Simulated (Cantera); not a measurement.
What does this Cantera script print?

```python
import numpy as np
import cantera as ct

surf = ct.Interface("diamond.yaml", "diamond_100")
gas, bulk = surf.adjacent["gas"], surf.adjacent["diamond"]
k = surf.kinetics_species_index(bulk.species_names[0])
cover = ["c6HH", "c6H*", "c6*H", "c6**", "c6HM", "c6B"]

rows, drift = [], 0.0
print(f"{'T':>10s}{'um/h':>11s}" + "".join(f"{s:>11s}" for s in cover))
for v in [950, 1000, 1050, 1100, 1150, 1200, 1250, 1300, 1350, 1400]:
    T, P, xH, xCH3 = v, 1100, 0.002, 2.8e-05
    gas.TPX = T, P, {"H": xH, "CH3": xCH3, "CH4": 0.0049, "H2": 1 - xH - xCH3 - 0.0049}
    surf.TP = bulk.TP = T, P
    surf.coverages = "c6H*:0.1, c6HH:0.9"
    surf.advance_coverages(100.0)
    before = surf.coverages
    surf.advance_coverages(100.0)
    drift = max(drift, np.max(np.abs(surf.coverages - before) / (surf.coverages + 1e-9)))
    rate = surf.net_production_rates[k] * bulk.mean_molecular_weight / bulk.density * 3.6e9
    rows.append([rate, *surf[cover].coverages])
    print(f"{v:10.4g}{rate:11.4e}" + "".join(f"{x:11.3e}" for x in rows[-1][1:]))
```

Output:

```
         T       um/h       c6HH       c6H*       c6*H       c6**       c6HM        c6B
       950 1.1250e-01  6.374e-01  1.395e-02  3.313e-01  6.474e-03  8.297e-03  3.053e-10
      1000 1.1278e-01  5.943e-01  1.813e-02  3.711e-01  9.339e-03  5.228e-03  3.060e-10
      1050 8.5183e-02  5.537e-01  2.273e-02  4.070e-01  1.286e-02  2.523e-03  2.311e-10
      1100 5.2843e-02  5.159e-01  2.764e-02  4.380e-01  1.697e-02  9.548e-04  1.434e-10
      1150 3.4786e-02  4.814e-01  3.271e-02  4.638e-01  2.154e-02  3.240e-04  9.440e-11
      1200 2.9247e-02  4.507e-01  3.786e-02  4.847e-01  2.641e-02  1.087e-04  7.936e-11
      1250 2.9463e-02  4.242e-01  4.300e-02  5.012e-01  3.138e-02  3.713e-05  7.995e-11
      1300 2.8791e-02  4.019e-01  4.807e-02  5.136e-01  3.627e-02  1.278e-05  7.813e-11
      1350 2.2469e-02  3.834e-01  5.299e-02  5.226e-01  4.090e-02  4.408e-06  6.097e-11
      1400 1.3318e-02  3.684e-01  5.775e-02  5.286e-01  4.513e-02  1.600e-06  3.614e-11
```

Detailed kinetics in Cantera: the Harris–Goodwin 1993 mechanism for the reconstructed diamond (100) surface.
